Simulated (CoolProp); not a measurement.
Nitrogen at 298.15 K and 4.86 MPa flows at 0.47 m/s in a round tube of 4.6 mm bore and 0.25 µm roughness, fully developed (64/Re and Nu = 3.66 if laminar; Colebrook and Gnielinski if turbulent). Each further row changes one setting.

Model: reference Helmholtz-energy equation of state, Span 2000, in CoolProp.

```
case               Reynolds number  Darcy friction factor  pressure drop (Pa/m)  heat-transfer coefficient (W/(m² K))  mass flow (kg/h)
-----------------  ---------------  ---------------------  --------------------  ------------------------------------  ----------------
as stated                     6400                    ___                   ___                                   ___               ___
velocity 0.94 m/s            12800                 0.0290                   ___                                   ___              3.10
diameter 9.2 mm              12800                 0.0290                  19.2                                   ___               ___
```

Q: Fill in the missing entries.

A: 
- as stated, Darcy friction factor: 0.0349
- as stated, pressure drop (Pa/m): 46.3
- as stated, heat-transfer coefficient (W/(m² K)): 126
- as stated, mass flow (kg/h): 1.55
- velocity 0.94 m/s, pressure drop (Pa/m): 154
- velocity 0.94 m/s, heat-transfer coefficient (W/(m² K)): 225
- diameter 9.2 mm, heat-transfer coefficient (W/(m² K)): 112
- diameter 9.2 mm, mass flow (kg/h): 6.20

Viscosity comes from a separate model (Lemmon 2004). Thermal conductivity comes from a separate model (Lemmon 2004).
